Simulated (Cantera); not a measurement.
# Ignition delay

Mixture: CO : H₂ : O₂ : N₂ = 1 : 0.54 : 1.31 : 8.35 (molar parts), at 10.0 bar, adiabatic and at constant volume. Ignition delay is the time to a rise of 400 K.

Model: GRI-Mech 3.0 (53 species, 325 reactions), integrated in Cantera. The hydrogen kinetics of GRI-Mech 3.0 are dated; newer H2 mechanisms differ, most at raised pressure. Where the delays flatten at high temperature, the 400 K rule measures the pace of heat release, not the induction time.

```csv
T0 (K),delay (ms)
1025,4.02
1125,0.357
1225,0.0301
1325,0.00912
1425,0.00524
1525,0.00379
1625,0.00310
1725,0.00275
1825,0.00258
```
